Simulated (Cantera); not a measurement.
## Equilibrium for fluorocarbon and chlorocarbon gases: C2F6 + F2

Charge: 1 mol C2F6, 2.3 mol F2, at 0.0158 Torr.

Method: chemical equilibrium by Gibbs-energy minimisation in Cantera with the NASA 1993 tables (ideal gas, pure condensed phases). Candidate condensed phases: C; 13 gas species. The feed counts by its element totals alone. Gases not in the tables: C2F6 and larger saturated fluorocarbons. The numbers say what is thermodynamically allowed, not how fast it happens.

```csv
T (°C),x F,x CF4,x CF2,x CF,x CF3,n C(graphite)
1400,0.566,0.433,0.000979,9.39e-8,0.000203,0
1450,0.571,0.422,0.00629,1.78e-6,0.000610,0
1500,0.593,0.374,0.0311,2.37e-5,0.00152,0
1550,0.649,0.253,0.0952,0.000175,0.00257,0
1600,0.716,0.111,0.171,0.000715,0.00265,0
1650,0.752,0.0331,0.211,0.00201,0.00186,0
1700,0.822,0.00737,0.166,0.00333,0.000896,0.414
1750,0.882,0.00145,0.112,0.00458,0.000371,0.879
1800,0.921,0.000279,0.0727,0.00605,0.000149,1.22
1850,0.945,5.47e-5,0.0469,0.00776,5.96e-5,1.44
```
x: gas mole fraction; n: condensed amount in mol.

From 1400 °C to 1650 °C nothing is condensed. From 1700 °C to 1850 °C the condensed part is C(graphite). The main C-bearing gas is CF4 at 1400 °C and CF2 at 1850 °C.
